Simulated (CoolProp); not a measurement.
Aqueous magnesium chloride as a coolant, 5 % by mass, freezing at -3.0 °C, 1 atm.

Model: Melinder's fits for secondary coolants, in CoolProp.

```
T (°C)  conductivity (W/(m K))  density (kg/m³)  cp (kJ/(kg K))  Prandtl number
------  ----------------------  ---------------  --------------  --------------
3.5                      0.559       (withheld)      (withheld)            13.5
9.5                      0.570             1042           3.883            11.0
15.6                     0.580             1041           3.889      (withheld)
21.6                     0.590             1040      (withheld)            7.68
27.7                     0.600       (withheld)           3.902            6.57
33.8                     0.610             1036           3.909            5.66
39.8                     0.619             1034           3.914      (withheld)
```

**Question.** What belongs in the gaps?

**Answer.** 
- 3.5, density (kg/m³): 1043
- 3.5, cp (kJ/(kg K)): 3.877
- 15.6, Prandtl number: 9.08
- 21.6, cp (kJ/(kg K)): 3.896
- 27.7, density (kg/m³): 1038
- 39.8, Prandtl number: 4.91
